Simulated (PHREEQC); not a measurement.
Make-up at 25 °C: 0.0031 mol KOH, 0.0031 mol KHSO4 and 0.052 mol KH2PO4 per kg of water. It is in equilibrium with CO2 at log p = -3.4 (atm). Otherwise closed; pH follows from the charge balance.

Model: ion-association model, phreeqc.dat, run in PHREEQC.

Task: The ionic strength comes out as 0.0606 mol/kgw. What activity coefficients do KHPO4-, HPO4-2, H2PO4-, H+, K+ get?

Result: KHPO4- 0.82, HPO4-2 0.44, H2PO4- 0.82, H+ 0.85, K+ 0.80.

This is a speciation only: nothing precipitates in the calculation.
